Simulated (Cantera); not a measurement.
Feed: 1 mol Fe(CO)5, 0.074 mol H2, 1.4 mol O2, held at 825 °C and 0.00170 bar.

Equilibrium computed with Cantera from the NASA thermochemical tables; the gas is ideal and each condensed phase is pure. Candidate condensed phases: C, C6H6, C7H8, C8H18, Fe, Fe(CO)5, FeO, Fe(OH)2, Fe(OH)3, Fe2O3, Fe3O4, H2O; 114 gas species. The tables' stoichiometric FeO is somewhat more stable than real wüstite, so its field is too wide. FeO: taken at fixed stoichiometry. Kinetics and transport are ignored.

Base state: CO 0.636, CO2 0.350, H2 0.00939, H2O 0.00520 (mole fractions); condensed: FeO(s).

Q: What changes in the equilibrium state with this change: temperature from 825 °C to 652 °C?

A: 
```tsv
species	before	after
CO	0.636	0.634
CO2	0.350	0.352
H2	0.00939	0.0114
H2O	0.00520	0.00314
FeO(s), mol	1.00	1.00
```

Q: What changes in the equilibrium state with this change: O2 from 1.4 to 2.9 mol?

A: 
| species | before | after |
|---|---|---|
| CO2 | 0.350 | 0.932 |
| CO | 0.636 | 0.0532 |
| H2O | 0.00520 | 0.0138 |
| H2 | 0.00939 | 0.000782 |
| FeO(s), mol | 1.00 | 1.00 |

Q: What changes in the equilibrium state with this change: Fe(CO)5 replaced by Pb?

A: 
```json
[
 {"species": "O2", "before": "<1e-9", "after": "0.918"},
 {"species": "H2O", "before": "0.00520", "after": "0.0787"},
 {"species": "PbO", "before": "0", "after": "0.00346"},
 {"species": "CO", "before": "0.636", "after": "0"},
 {"species": "CO2", "before": "0.350", "after": "0"},
 {"species": "H2", "before": "0.00939", "after": "2.51e-9"},
 {"species": "Pb", "before": "0", "after": "1.07e-5"},
 {"species": "FeO(s), mol", "before": "1.00", "after": "0"},
 {"species": "PbO(yellow), mol", "before": "0", "after": "0.997"}
]
```
Further candidate phases: Pb, PbO, PbO2, Pb3O4.
